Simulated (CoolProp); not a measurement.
Vapour-liquid equilibrium of ethane (1) + propane (2) at 0.0304 MPa; x and y are mole fractions of (1).

The numbers come from the multi-fluid Helmholtz-energy mixture model, Bücker 2006 and Lemmon 2009; pair parameters Kunz 2012 in CoolProp.

```tsv
x	bubble temperature, mixture model (K)	bubble temperature, Raoult's law (K)	y, mixture model	y, Raoult's law
0.05	200.6	200.2	(withheld)	0.361
0.2	188.1	187.3	(withheld)	0.770
0.35	(withheld)	179.8	(withheld)	0.894
0.5	(withheld)	174.7	0.941	0.946
0.65	(withheld)	170.9	(withheld)	0.972
0.8	168.2	168.0	0.988	0.988
0.95	165.6	165.6	0.998	0.998
```

Task: Complete the blanks.

Result: 
- 0.05, y, mixture model: 0.343
- 0.2, y, mixture model: 0.753
- 0.35, bubble temperature, mixture model (K): 180.6
- 0.35, y, mixture model: 0.884
- 0.5, bubble temperature, mixture model (K): 175.4
- 0.65, bubble temperature, mixture model (K): 171.4
- 0.65, y, mixture model: 0.971

The largest gap from Raoult's law is +0.8 K in bubble temperature, at x = 0.35. No azeotrope shows between x = 0.05 and 0.95.

The pair parameters rest on a limited set of measurements; away from them the model extrapolates.
